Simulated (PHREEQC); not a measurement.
Solution (25 °C): 8.1 mmol/kgw Cu(BF4)2 and 0.35 mmol/kgw HNO3. Closed to the air; pH follows from the charge balance.

Computed with PHREEQC (ion-association model, phreeqc.dat).

This is a speciation only: nothing precipitates in the calculation.

Problem. What pH, ionic strength does the model give?

Solution. pH 2.84; ionic strength 0.0256 mol/kgw.

Problem. In which forms is F present?

Solution. BF4- 83 %, HF 6.6 %, BF3OH- 5.3 %, F- 3.6 %, BF2(OH)2- 1.1 % of the F.

Real BF4- forms and hydrolyses slowly; the run takes it at equilibrium.
